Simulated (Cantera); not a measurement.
Input: 1 mol TiCl₄, 11 mol H₂O, equilibrated at 13.0 mbar.

Cantera equilibrium calculation (NASA polynomials, part measured and part estimated; ideal gas, pure solids and liquids). Candidate condensed phases: H₂O, Ti, TiCl₂, TiCl₃, TiCl₄, TiO, TiO₂, Ti₂O₃, Ti₃O₅, Ti₄O₇; 23 gas species. Kinetics and transport are ignored.

### Question
At 1450 °C, list the 6 most abundant gas species with their mole fractions, and the condensed phases.

### Answer
H₂O 0.687, HCl 0.301, Cl 0.00530, H₂ 0.00496, O₂ 0.000957, OH 0.000855. Condensed: TiO₂(rutile).
